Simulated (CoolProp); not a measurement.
A Linde-Hampson liquefier for methane: isothermal reversible compression at 230 K from 1 atm to 40 MPa, throttling to 1 atm, return gas leaving the recuperator 5 K below the feed. Each further row changes one setting.

The numbers come from the reference Helmholtz-energy equation of state, Setzmann 1991 in CoolProp.

```json
[
 {"case": "as stated", "liquid yield per pass": "0.399", "compression work (kJ/kg of gas)": "609"},
 {"case": "high pressure 80 MPa", "liquid yield per pass": "[?]", "compression work (kJ/kg of gas)": "724"},
 {"case": "warm-end temperature 260 K", "liquid yield per pass": "[?]", "compression work (kJ/kg of gas)": "727"},
 {"case": "warm-end gap 10 K", "liquid yield per pass": "[?]", "compression work (kJ/kg of gas)": "609"}
]
```

Task: What belongs in the gaps?

Result: 
- high pressure 80 MPa, liquid yield per pass: 0.340
- warm-end temperature 260 K, liquid yield per pass: 0.323
- warm-end gap 10 K, liquid yield per pass: 0.391
